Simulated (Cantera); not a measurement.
A Cantera script and what it prints.

```python
import numpy as np
import cantera as ct

gas_names = """
    C CH CH2 CH3 CH2OH CH3O CH4 CH3OH CO CO2 COOH C2 C2H CHCO,ketyl C2H2,acetylene C2H2,vinylidene
    CH2CO,ketene C2H3,vinyl CH3CO,acetyl C2H4 C2H4O,ethylen CH3CHO,ethanal CH3COOH (HCOOH)2 C2H5 C2H6
    CH3OCH3 C2H5OH C2O C3 C3H3,propargyl C3H4,allene C3H4,propyne C3H4,cyclo- C3H5,allyl C3H6,propylene
    C3H6,cyclo- C3H6O C3H7,n-propyl C3H7,i-propyl C3H8 C3H8O,1propanol C3H8O,2propanol C3O2 C4 C4H2
    C4H4,1,3-cyclo- C4H6,butadiene C4H6,2-butyne C4H6,cyclo- C4H8,1-butene C4H8,cis2-buten
    C4H8,tr2-butene C4H8,isobutene C4H8,cyclo- (CH3COOH)2 C4H9,n-butyl C4H9,i-butyl C4H9,s-butyl
    C4H9,t-butyl C4H10,isobutane C4H10,n-butane C5 C5H6,1,3cyclo- C5H8,cyclo- C5H10,1-pentene
    C5H10,cyclo- C5H11,pentyl C5H11,t-pentyl C5H12,n-pentane C5H12,i-pentane CH3C(CH3)2CH3 C6H2
    C6H5,phenyl C6H5O,phenoxy C6H6 C6H5OH,phenol C6H10,cyclo- C6H12,1-hexene C6H12,cyclo- C6H13,n-hexyl
    C7H7,benzyl C7H8 C7H8O,cresol C7H14,1-heptene C7H15,n-heptyl C7H16,n-heptane C8H8,styrene
    C8H10,ethylbenz C8H16,1-octene C8H17,n-octyl C8H18,isooctane C8H18,n-octane C9H19,n-nonyl
    C10H8,naphthale C10H21,n-decyl C12H9,o-bipheny C12H10,bipheny Cu CuO Cu2 H HCO HO2 H2
    HCHO,formaldehy HCOOH H2O H2O2 O OH O2 O3
""".split()
cond_names = """
    C(gr) C6H6(L) C7H8(L) C8H18(L),n-octa Cu(cr) Cu(L) CuO(s) CuO2H2(s) Cu2O(s) Cu2O(L) H2O(s) H2O(L)
""".split()


def load(file, names, dense=False):
    # The tables refer to 1 bar. Condensed volumes are neglected.
    table = {s.name: s for s in ct.Species.list_from_file(file)}
    out = []
    for n in names:
        d = dict(table[n].input_data)
        d["thermo"] = dict(d["thermo"], **{"reference-pressure": 1e5})
        if dense:
            d["equation-of-state"] = {"model": "constant-volume", "density": "1e6 g/cm^3"}
        out.append(ct.Species.from_dict(d))
    return out


gas = ct.Solution(thermo="ideal-gas", species=load("nasa_gas.yaml", gas_names))
cond = {s.name: ct.Solution(thermo="fixed-stoichiometry", species=[s], name=s.name)
        for s in load("nasa_condensed.yaml", cond_names, dense=True)}
atoms = {
    'Cu2O': {'Cu': 2, 'O': 1},
    'CH4': {'C': 1, 'H': 4},
    'CO': {'C': 1, 'O': 1},
}
top_T = {'C(gr)': 4500, 'CuO(s)': 1390}  # K; cautious upper limits of use, not melting points


def equilibrate(T, P, feed):
    n = {}
    for name, mol in feed.items():
        for a, k in atoms[name].items():
            n[a] = n.get(a, 0.0) + k * mol
    gas.TPX = T, P, n
    mass = sum(n.values()) * gas.mean_molecular_weight
    gas.equilibrate("TP")
    valid = [c for c in cond.values() if c.min_temp <= T <= top_T.get(c.name, c.max_temp)]
    mix = ct.Mixture([(gas, mass / gas.mean_molecular_weight)] + [(c, 0.0) for c in valid])
    mix.T, mix.P = T, P
    mix.equilibrate("TP", solver="vcs", rtol=1e-11, max_steps=5000)
    return mix


results = []
T = 2050  # K
P = 100000  # Pa
for m in [0.46, 0.59, 0.77, 1, 1.3, 1.7, 2.2, 2.8]:
    feed = {'Cu2O': 1, 'CH4': m, 'CO': 0.28}  # mol
    mix = equilibrate(T, P, feed)
    results.append((T, P, feed, dict(zip(mix.species_names, mix.species_moles))))
    x = sorted(zip(gas.X, gas.species_names), reverse=True)
    print(f"T = {T:g} K  P = {P:g} Pa  n(CH4) = {m:g} mol  gas = {mix.phase_moles(0):.4g} mol")
    print("   x: " + "  ".join(f"{s} {v:.3e}" for v, s in x if v > 0.0001))
    print("   condensed (mol): " + ("  ".join(f"{mix.phase(i).name} {mix.phase_moles(i):.4g}"
          for i in range(1, mix.n_phases) if mix.phase_moles(i) > 1e-12) or "none"))
```

It prints:

```
T = 2050 K  P = 100000 Pa  n(CH4) = 0.46 mol  gas = 1.673 mol
   x: CO 3.745e-01  H2 2.946e-01  H2O 2.548e-01  CO2 6.797e-02  Cu 6.773e-03  H 1.231e-03  OH 1.164e-04
   condensed (mol): Cu(L) 1.989
T = 2050 K  P = 100000 Pa  n(CH4) = 0.59 mol  gas = 2.066 mol
   x: H2 4.053e-01  CO 3.880e-01  H2O 1.652e-01  CO2 3.320e-02  Cu 6.773e-03  H 1.444e-03
   condensed (mol): Cu(L) 1.986
T = 2050 K  P = 100000 Pa  n(CH4) = 0.77 mol  gas = 2.61 mol
   x: H2 5.133e-01  CO 3.902e-01  H2O 7.598e-02  CO2 1.212e-02  Cu 6.773e-03  H 1.625e-03
   condensed (mol): Cu(L) 1.982
T = 2050 K  P = 100000 Pa  n(CH4) = 1 mol  gas = 3.305 mol
   x: H2 6.041e-01  CO 3.872e-01  Cu 6.773e-03  H 1.763e-03
   condensed (mol): Cu(L) 1.977
T = 2050 K  P = 100000 Pa  n(CH4) = 1.3 mol  gas = 3.909 mol
   x: H2 6.631e-01  CO 3.274e-01  Cu 6.773e-03  H 1.847e-03  C2H2,acetylene 7.040e-04  CH4 1.640e-04
   condensed (mol): C(gr) 0.2939  Cu(L) 1.973
T = 2050 K  P = 100000 Pa  n(CH4) = 1.7 mol  gas = 4.716 mol
   x: H2 7.189e-01  CO 2.714e-01  Cu 6.773e-03  H 1.923e-03  C2H2,acetylene 7.632e-04  CH4 1.927e-04
   condensed (mol): C(gr) 0.6919  Cu(L) 1.968
T = 2050 K  P = 100000 Pa  n(CH4) = 2.2 mol  gas = 5.723 mol
   x: H2 7.665e-01  CO 2.236e-01  Cu 6.773e-03  H 1.986e-03  C2H2,acetylene 8.138e-04  CH4 2.191e-04
   condensed (mol): C(gr) 1.189  Cu(L) 1.961
T = 2050 K  P = 100000 Pa  n(CH4) = 2.8 mol  gas = 6.932 mol
   x: H2 8.054e-01  CO 1.846e-01  Cu 6.773e-03  H 2.036e-03  C2H2,acetylene 8.551e-04  CH4 2.419e-04
   condensed (mol): C(gr) 1.786  Cu(L) 1.953
```

Equilibrium computed with Cantera from the NASA thermochemical tables; the gas is ideal and each condensed phase is pure.
